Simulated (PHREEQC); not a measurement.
Solution (25 °C and 50 atm): 0.69 mol/kgw LiCl, 0.044 mol/kgw Na2SO4 and 2.9 mol/kgw MgCl2. Closed to the air; pH follows from the charge balance.

Equilibrium calculation in PHREEQC: Pitzer model, pitzer.dat.

No solid was allowed to form.

Q: Predict the activity of water.

A: activity of water 0.680.

Complexes and solids missing from the database can't appear. Under pressure, the constants of complexes without a molar volume in the database are unreliable.
